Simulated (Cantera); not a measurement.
A closed system holds: 1 mol SrCl2, 0.13 mol H2, 11 mol H2O, at 1.00 Pa.

Equilibrium computed with Cantera from the NASA thermochemical tables; the gas is ideal and each condensed phase is pure. Candidate condensed phases: H2O, Sr, SrCl2, SrO, Sr(OH)2; 20 gas species. Condensed phases not in the tables: oxide chlorides. Equilibrium is a limit: real reactors are often held back by kinetics, nucleation or transport.

Task: What share of the Sr ends up in condensed phases as a function of T (K), at 1300, 1325, 1350, 1375, 1400, 1425, 1450, 1475, 1500, 1525, 1550, 1575?

Result: 
```
T (K)  Sr condensed (%)      as
-----  ----------------  ------
1300               44.6  SrO(s)
1325               43.4  SrO(s)
1350               42.4  SrO(s)
1375               41.4  SrO(s)
1400               40.6  SrO(s)
1425               39.8  SrO(s)
1450               39.1  SrO(s)
1475               38.4  SrO(s)
1500               37.9  SrO(s)
1525               37.4  SrO(s)
1550               37.0  SrO(s)
1575               36.6  SrO(s)
```
